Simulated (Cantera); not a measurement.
A Cantera script and what it prints.

```python
import numpy as np
import cantera as ct

gas_names = [...]  # 123 gases of nasa_gas.yaml made of C, H, O, Si
cond_names = """
    C(gr) C6H6(L) C7H8(L) C8H18(L),n-octa H2O(s) H2O(L) Si(cr) Si(L) SiC(b) SiO2(Lqz) SiO2(hqz) SiO2(L)
""".split()


# ... load() reads the species with a 1 bar reference pressure and builds the phases ...
atoms = {
    'Si': {'Si': 1},
    'H2O': {'H': 2, 'O': 1},
    'CO': {'C': 1, 'O': 1},
}
top_T = {'C(gr)': 4500, 'SiC(b)': 3050}  # K; cautious upper limits of use, not melting points


# ... equilibrate(T, P, feed) seeds the gas with the atoms and calls Mixture.equilibrate('TP', solver="vcs", rtol=1e-11, max_steps=5000) ...
results = []
feed = {'Si': 1, 'H2O': 2, 'CO': 1.2}  # mol
T = 675  # K
P = 4800  # Pa
mix = equilibrate(T, P, feed)
results.append((T, P, feed, dict(zip(mix.species_names, mix.species_moles))))
x = sorted(zip(gas.X, gas.species_names), reverse=True)
print(f"T = {T:g} K  P = {P:g} Pa  gas = {mix.phase_moles(0):.4g} mol")
print("   x: " + "  ".join(f"{s} {v:.3e}" for v, s in x if v > 0.0001))
print("   condensed (mol): " + ("  ".join(f"{mix.phase(i).name} {mix.phase_moles(i):.4g}"
      for i in range(1, mix.n_phases) if mix.phase_moles(i) > 1e-12) or "none"))
```

It prints:

```
T = 675 K  P = 4800 Pa  gas = 2.046 mol
   x: H2 4.212e-01  H2O 3.077e-01  CO2 1.318e-01  CH4 1.242e-01  CO 1.505e-02
   condensed (mol): C(gr) 0.6452  SiO2(Lqz) 1
```

Cantera equilibrium calculation (NASA polynomials, part measured and part estimated; ideal gas, pure solids and liquids).
